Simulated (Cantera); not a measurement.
Cantera run:

```python
import numpy as np
import cantera as ct

gas_names = """
    CL CL2 H HCL H2 N NH NH2 NH3 N2 N2H2 N2H4 Si SiCL SiCL2 SiCL3 SiCL4 SiH SiHCL3 SiH2 SiH2CL2 SiH3
    SiH3CL SiH4 SiN Si2 Si2N Si3
""".split()
cond_names = """
    NH4CL(a) NH4CL(b) Si(cr) Si(L) Si3N4(a)
""".split()


def load(file, names, dense=False):
    # The tables refer to 1 bar. Condensed volumes are neglected.
    table = {s.name: s for s in ct.Species.list_from_file(file)}
    out = []
    for n in names:
        d = dict(table[n].input_data)
        d["thermo"] = dict(d["thermo"], **{"reference-pressure": 1e5})
        if dense:
            d["equation-of-state"] = {"model": "constant-volume", "density": "1e6 g/cm^3"}
        out.append(ct.Species.from_dict(d))
    return out


gas = ct.Solution(thermo="ideal-gas", species=load("nasa_gas.yaml", gas_names))
cond = {s.name: ct.Solution(thermo="fixed-stoichiometry", species=[s], name=s.name)
        for s in load("nasa_condensed.yaml", cond_names, dense=True)}
atoms = {
    'SiH4': {'Si': 1, 'H': 4},
    'Cl2': {'CL': 2},
    'N2': {'N': 2},
}
top_T = {'Si3N4(a)': 2400}  # K; cautious upper limits of use, not melting points


def equilibrate(T, P, feed):
    n = {}
    for name, mol in feed.items():
        for a, k in atoms[name].items():
            n[a] = n.get(a, 0.0) + k * mol
    gas.TPX = T, P, n
    mass = sum(n.values()) * gas.mean_molecular_weight
    gas.equilibrate("TP")
    valid = [c for c in cond.values() if c.min_temp <= T <= top_T.get(c.name, c.max_temp)]
    mix = ct.Mixture([(gas, mass / gas.mean_molecular_weight)] + [(c, 0.0) for c in valid])
    mix.T, mix.P = T, P
    mix.equilibrate("TP", solver="vcs", rtol=1e-11, max_steps=5000)
    return mix


results = []
feed = {'SiH4': 1, 'Cl2': 0.43, 'N2': 7.2}  # mol
T = 1773.15  # K
P = 133.322  # Pa
mix = equilibrate(T, P, feed)
results.append((T, P, feed, dict(zip(mix.species_names, mix.species_moles))))
print(gas.report(threshold=0.0001))
for i in range(1, mix.n_phases):
    print(f"{mix.phase(i).name:16s} {mix.phase_moles(i):12.5e} mol")
```

Result:

```
       temperature   1773.2 K
          pressure   133.32 Pa
           density   0.00022789 kg/m^3
  mean mol. weight   25.2 kg/kmol
   phase of matter   gas

                          1 kg             1 kmol
                     ---------------   ---------------
          enthalpy        1.6744e+06        4.2194e+07  J
   internal energy        1.0893e+06        2.7451e+07  J
           entropy             11916        3.0027e+05  J/K
    Gibbs function       -1.9454e+07       -4.9024e+08  J
 heat capacity c_p            1412.6             35597  J/K
 heat capacity c_v            1082.6             27282  J/K

                      mass frac. Y      mole frac. X     chem. pot. / RT
                     ---------------   ---------------   ---------------
                CL        0.00074247        0.00052779           -28.371
                 H        0.00013465         0.0033662           -13.702
               HCL          0.054954          0.037984           -42.073
                H2          0.014895           0.18619           -27.405
                N2           0.82792           0.74476           -33.457
                Si         0.0017847         0.0016014             -5.18
              SiCL         0.0013206        0.00052378           -33.551
             SiCL2          0.097782          0.024894           -61.921
     [  +20 minor]        0.00046562        0.00015704

Si(L)             7.36771e-01 mol
Si3N4(a)          0.00000e+00 mol
```

Cantera equilibrium calculation (NASA polynomials, part measured and part estimated; ideal gas, pure solids and liquids). The tables' values for SiCl, SiCl3, SiN are old estimates; treat these amounts as uncertain.
